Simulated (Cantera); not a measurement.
## Hydrocarbon pyrolysis for carbon deposition

An isothermal, constant-pressure homogeneous reactor starts with C3H8 : H2 = 2.9 : 110 (molar parts), at 1975 K and 0.390 Torr.

Detailed kinetics in Cantera: GRI-Mech 3.0 (53 species, 325 reactions). GRI-Mech 3.0 was tuned for natural gas; its chemistry of propane as a main component is partial and can be far from experiment. GRI-Mech 3.0 stops at C3 and has no aromatics, soot or wall deposition, so with more carbon than oxygen in the feed, carbon stays in small species such as C2H2 where larger ones or solid carbon would form. Radical loss at walls, strong at low pressure, is not modelled.

```
t (s)       x C3H8   x H2     x CH3      x H     x CH4     x C2H     x CH2
--------  --------  -----  --------  -------  --------  --------  --------
2.00e-6     0.0256  0.974   5.21e-5  2.58e-7   7.48e-8    <1e-12    <1e-12
9.02e-6     0.0254  0.974  0.000233  5.09e-6   1.51e-6    <1e-12  4.97e-11
4.07e-5     0.0246  0.973   0.00101  9.43e-5   3.00e-5    <1e-12   4.79e-9
0.000184    0.0209  0.969   0.00411  0.00124  0.000557  2.47e-11   5.63e-7
0.000829   0.00710  0.947    0.0158  0.00700   0.00977   3.15e-8   3.61e-5
0.00374    1.04e-6  0.927    0.0105   0.0157    0.0308   2.61e-6   8.61e-5
0.0169     1.95e-9  0.933   0.00747   0.0122    0.0293   3.94e-6   5.62e-5
0.0762    6.47e-10  0.940   0.00452  0.00930    0.0233   3.78e-6   3.28e-5
0.344     9.58e-11  0.948   0.00217  0.00753    0.0139   3.82e-6   1.62e-5
1.55      3.70e-12  0.953  0.000789  0.00885   0.00431   5.29e-6   8.22e-6
7.00        <1e-12  0.950  0.000129   0.0141  0.000441   8.97e-6   2.39e-6
```
x: mole fraction; the columns are a selection and need not sum to one.

Equilibrium at this temperature and pressure: C3H8 <1e-12, H2 0.908, CH3 1.86e-6, H 0.0576, CH4 1.48e-6, C2H 3.77e-5, CH2 1.51e-7 (gas phase only).
